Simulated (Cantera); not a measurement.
A perfectly stirred reactor is fed with 18.3 % CH3OH, 17.2 % O2, 64.5 % N2, equivalence ratio 1.6, at 150000 Pa; it is adiabatic with a 700 K inlet, and is followed from long to short residence time, starting on the burning branch (τ in s: 0.34, 0.13, 0.051, 0.02, 0.0075, 0.0029, 0.0011, 0.00043, 0.00016, 6.3e-05, 2.4e-05, 9.3e-06).

Model: GRI-Mech 3.0 (53 species, 325 reactions), integrated in Cantera. GRI-Mech 3.0 was tuned for natural gas; its chemistry of methanol as a main component is partial and can be far from experiment.

### Question
Predict: blow-out, bracketed by the residence times tried; x(CH3OH) at τ = 0.340 s; x(O2) at τ = 0.340 s; x(HO2) at τ = 0.340 s; x(O) at τ = 0.340 s; x(CH3OH) at τ = 1.10 ms; x(O2) at τ = 1.10 ms; x(NO2) at τ = 1.10 ms; x(HO2) at τ = 1.10 ms; x(O) at τ = 1.10 ms.

### Answer
blow-out, bracketed by the residence times tried: burning at 63.0 µs, out at 24.0 µs
x(CH3OH) at τ = 0.340 s: 4.00e-7
x(O2) at τ = 0.340 s: 2.29e-5
x(HO2) at τ = 0.340 s: 1.04e-8
x(O) at τ = 0.340 s: 9.46e-6
x(CH3OH) at τ = 1.10 ms: 2.18e-5
x(O2) at τ = 1.10 ms: 0.00103
x(NO2) at τ = 1.10 ms: 2.51e-9
x(HO2) at τ = 1.10 ms: 8.29e-7
x(O) at τ = 1.10 ms: 0.000390
